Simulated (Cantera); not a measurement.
What does this Cantera script print?

```python
import numpy as np
import cantera as ct

gas_names = """
    B BO BO2 B2 B2O B2O2 B2O3 O O2 O3
""".split()
cond_names = """
    B(b) B(L) B2O3(L)
""".split()


# ... load() reads the species with a 1 bar reference pressure and builds the phases ...
atoms = {
    'B2O3': {'B': 2, 'O': 3},
    'O2': {'O': 2},
}
top_T = {}  # K; cautious upper limits of use, not melting points


# ... equilibrate(T, P, feed) seeds the gas with the atoms and calls Mixture.equilibrate('TP', solver="vcs", rtol=1e-11, max_steps=5000) ...
results = []
feed = {'B2O3': 1, 'O2': 0.46}  # mol
P = 1333.22  # Pa
for T in [1023, 1123, 1223, 1323, 1423, 1523, 1623, 1723, 1823, 1923, 2023, 2123, 2223]:
    mix = equilibrate(T, P, feed)
    results.append((T, P, feed, dict(zip(mix.species_names, mix.species_moles))))
    x = sorted(zip(gas.X, gas.species_names), reverse=True)
    print(f"T = {T:g} K  P = {P:g} Pa  gas = {mix.phase_moles(0):.4g} mol")
    print("   x: " + "  ".join(f"{s} {v:.3e}" for v, s in x if v > 0.0001))
    print("   condensed (mol): " + ("  ".join(f"{mix.phase(i).name} {mix.phase_moles(i):.4g}"
          for i in range(1, mix.n_phases) if mix.phase_moles(i) > 1e-12) or "none"))
```

Output:

```
T = 1023 K  P = 1333.22 Pa  gas = 0.46 mol
   x: O2 1.000e+00
   condensed (mol): B2O3(L) 1
T = 1123 K  P = 1333.22 Pa  gas = 0.46 mol
   x: O2 1.000e+00
   condensed (mol): B2O3(L) 1
T = 1223 K  P = 1333.22 Pa  gas = 0.46 mol
   x: O2 1.000e+00
   condensed (mol): B2O3(L) 1
T = 1323 K  P = 1333.22 Pa  gas = 0.46 mol
   x: O2 1.000e+00
   condensed (mol): B2O3(L) 1
T = 1423 K  P = 1333.22 Pa  gas = 0.4602 mol
   x: O2 9.996e-01  B2O3 3.078e-04
   condensed (mol): B2O3(L) 0.9998
T = 1523 K  P = 1333.22 Pa  gas = 0.4613 mol
   x: O2 9.970e-01  B2O3 2.585e-03  BO2 4.140e-04
   condensed (mol): B2O3(L) 0.9987
T = 1623 K  P = 1333.22 Pa  gas = 0.4685 mol
   x: O2 9.813e-01  B2O3 1.648e-02  BO2 2.016e-03  O 1.632e-04
   condensed (mol): B2O3(L) 0.9918
T = 1723 K  P = 1333.22 Pa  gas = 0.5055 mol
   x: O2 9.078e-01  B2O3 8.375e-02  BO2 7.992e-03  O 4.692e-04
   condensed (mol): B2O3(L) 0.9556
T = 1823 K  P = 1333.22 Pa  gas = 0.7323 mol
   x: O2 6.214e-01  B2O3 3.525e-01  BO2 2.508e-02  O 1.030e-03
   condensed (mol): B2O3(L) 0.7327
T = 1923 K  P = 1333.22 Pa  gas = 1.478 mol
   x: B2O3 6.538e-01  O2 2.990e-01  BO2 4.534e-02  O 1.714e-03
   condensed (mol): none
T = 2023 K  P = 1333.22 Pa  gas = 1.488 mol
   x: B2O3 6.380e-01  O2 2.904e-01  BO2 6.765e-02  O 3.718e-03  BO 2.529e-04
   condensed (mol): none
T = 2123 K  P = 1333.22 Pa  gas = 1.503 mol
   x: B2O3 6.169e-01  O2 2.785e-01  BO2 9.627e-02  O 7.447e-03  BO 7.913e-04
   condensed (mol): none
T = 2223 K  P = 1333.22 Pa  gas = 1.523 mol
   x: B2O3 5.899e-01  O2 2.629e-01  BO2 1.311e-01  O 1.388e-02  BO 2.226e-03
   condensed (mol): none
```

These are equilibrium values from Cantera (NASA tables, ideal gas, pure condensed phases), not measurements of a reactor.
